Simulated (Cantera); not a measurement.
Feed: 1 mol V2O3, a varied amount of H2, 0.035 mol H2O, at 1473 K and 0.0230 bar.

Method: chemical equilibrium by Gibbs-energy minimisation in Cantera with the NASA 1993 tables (ideal gas, pure condensed phases). Candidate condensed phases: H2O, V, VO, V2O3, V2O4, V2O5; 12 gas species. Mutual solubility and eutectic melting of coexisting phases are not modelled. VO: taken at fixed stoichiometry. Condensed phases not in the tables: the oxides between V2O3 and V2O5 other than VO2. Rates play no part.

x: gas mole fraction; n: condensed amount in mol.

```tsv
n(H2) (mol)	x H2	x H2O	x H	x OH	x VO2	x VO	n V2O3(s)	n VO(s)
2.4	0.986	0.0144	8.28e-5	3.14e-8	1.67e-8	4.90e-10	1.00	0
4.4	0.992	0.00789	8.31e-5	1.72e-8	1.23e-8	6.64e-10	1.00	0
7.9	0.996	0.00441	8.32e-5	9.60e-9	9.20e-9	8.89e-10	1.00	0
14	0.997	0.00312	8.33e-5	6.79e-9	7.73e-9	1.06e-9	0.991	0.0177
26	0.997	0.00312	8.33e-5	6.79e-9	7.73e-9	1.06e-9	0.954	0.0926
47	0.997	0.00312	8.33e-5	6.79e-9	7.73e-9	1.06e-9	0.888	0.224
86	0.997	0.00312	8.33e-5	6.79e-9	7.73e-9	1.06e-9	0.766	0.467
150	0.997	0.00312	8.33e-5	6.79e-9	7.73e-9	1.06e-9	0.566	0.867
280	0.997	0.00312	8.33e-5	6.79e-9	7.73e-9	1.06e-9	?	?
510	0.998	0.00203	8.33e-5	4.41e-9	5.02e-9	1.06e-9	0	2.00
920	0.999	?	8.34e-5	?	?	1.06e-9	0	2.00
1700	0.999	0.000609	8.34e-5	1.32e-9	1.50e-9	1.06e-9	0	2.00
```

**Question.** Complete the blanks.

**Answer.** 
- 920, x H2O: 0.00112
- 920, x OH: 2.44e-9
- 920, x VO2: 2.78e-9
- 280, n V2O3(s): 0.161
- 280, n VO(s): 1.68
